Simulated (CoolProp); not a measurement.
Values from CoolProp's reference Helmholtz-energy equation of state, Lemmon 2006. It is a short technical equation, of lower accuracy than the large ones.

### Question
For carbonyl sulfide, give the phase and the density (kg/m³), Joule-Thomson coefficient (K/MPa), isothermal compressibility (1/MPa) at 346.85 °C and 3.18 MPa.

### Answer
- 346.85 °C and 3.18 MPa: gas; density 38.2, Joule-Thomson coefficient 3.89, isothermal compressibility 0.324
